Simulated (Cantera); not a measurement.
An adiabatic, constant-volume homogeneous reactor starts with CH4 : C2H6 : C3H8 : O2 : N2 = 1.5 : 0.055 : 0.061 : 5.68 : 21.3 (molar parts), at 1150 K and 0.296 atm.

Detailed kinetics in Cantera: GRI-Mech 3.0 (53 species, 325 reactions).

**Question.** Predict: time of steepest temperature rise; temperature at 1.00 s; equilibrium temperature; x(CO) at 1.00 s; x(H2O2) at 1.00 s.

**Answer.** 
| Property | Result |
|---|---|
| time of steepest temperature rise | 44.9 ms |
| temperature at 1.00 s | 2497 K |
| equilibrium temperature | 2497 K |
| x(CO) at 1.00 s | 0.00895 (gas-phase equilibrium 0.00895) |
| x(H2O2) at 1.00 s | 1.61e-7 (gas-phase equilibrium 1.61e-7) |
